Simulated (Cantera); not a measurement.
Cantera with NASA thermochemical tables; ideal gases at 1 bar, condensed phases pure. Values are per mole of reaction as written; species without (g) are pure solids or liquids, kept so even where they would boil at 1 bar.

### Question
Between 1098 and 1548 K, where is each reaction favourable under standard conditions?
- 4 CuF2(g) + O2(g) → 2 Cu2O + 8 F(g)

### Answer
- 4 CuF2(g) + O2(g) → 2 Cu2O + 8 F(g): ΔG° is 1114 kJ at 1098 K and 980 kJ at 1548 K; it stays positive (K < 1). ΔH° is 1587 kJ and ΔS° 392 J/K at 1548 K.
